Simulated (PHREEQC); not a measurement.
# Phosphoric acid bath: an equilibrium model

Solution (25 °C): 0.00072 mol H3PO4 per kg of water. Closed to the air; pH follows from the charge balance.

Model: ion-association model, phreeqc.dat, run in PHREEQC.

No solid was allowed to form.

Predict the pH, ionic strength.

pH 3.19; ionic strength 0.000660 mol/kgw.

In which forms is P present?

H2PO4- 92 %, H3PO4 8.4 % of the P.
